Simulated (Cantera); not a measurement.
An isothermal, constant-pressure homogeneous reactor starts with H₂ : O₂ : N₂ = 1.4 : 1 : 0.53 (molar parts), equivalence ratio 0.70, at 800 K and 0.132 atm. Integrator tolerance rtol = 1e-08.

Model: GRI-Mech 3.0 (53 species, 325 reactions), integrated in Cantera. Radical loss at walls, strong at low pressure, is not modelled. Below about 950 K walls govern HO2 and H2O2 in real vessels. The temperature is held fixed by assumption; the heat of reaction is taken as removed at once.

```tsv
quantity	before	after
x(H₂) at 4.00 s	0.394 (gas-phase equilibrium <1e-12)	9.32e-7 (gas-phase equilibrium 9.32e-7)
x(O₂) at 4.00 s	0.305 (gas-phase equilibrium 0.135)	0.135 (gas-phase equilibrium 0.134)
x(H) at 4.00 s	4.90e-9 (gas-phase equilibrium <1e-12)	6.16e-9 (gas-phase equilibrium 6.16e-9)
x(HO₂) at 4.00 s	5.44e-6 (gas-phase equilibrium 1.85e-11)	6.30e-8 (gas-phase equilibrium 6.29e-8)
x(OH) at 4.00 s	1.68e-10 (gas-phase equilibrium 3.25e-9)	6.68e-5 (gas-phase equilibrium 6.68e-5)
x(NO) at 4.00 s	3.40e-11 (gas-phase equilibrium 8.86e-7)	9.22e-6 (gas-phase equilibrium 0.000236)
```

### Question
Name the change that produced these shifts.
A) O2 1 to 0.13 parts
B) temperature 800 to 1348 K
C) H2 1.4 to 8.1 parts
D) pressure from 0.132 atm to 0.158 atm

### Answer
B, temperature 800 to 1348 K
